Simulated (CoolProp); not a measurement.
Ammonia at several states: Z from the reference equation and from simpler models built on Tc = 132.4 °C, pc = 11.36 MPa, ω = 0.256; each cubic takes its own stable root.

Model: reference Helmholtz-energy equation of state, Gao 2020, in CoolProp.

| T (°C) | p (MPa) | phase | reference | van der Waals | Redlich-Kwong | Soave-Redlich-Kwong | Peng-Robinson |
|---|---|---|---|---|---|---|---|
| 371.95 | 17.6 | supercritical | ___ | ___ | ___ | 0.9464 | 0.9200 |
| 224.35 | 23.4 | supercritical | ___ | 0.5697 | 0.6152 | 0.6924 | 0.6552 |
| 273.75 | 9.72 | gas | 0.8942 | 0.8725 | 0.8816 | ___ | 0.8902 |
| 273.15 | 0.128 | gas | 0.9986 | 0.9984 | 0.9984 | 0.9988 | 0.9985 |

**Question.** Complete the blanks.

**Answer.** 
- 371.95, reference: 0.9124
- 371.95, van der Waals: 0.8652
- 371.95, Redlich-Kwong: 0.8919
- 224.35, reference: 0.6143
- 273.75, Soave-Redlich-Kwong: 0.9103
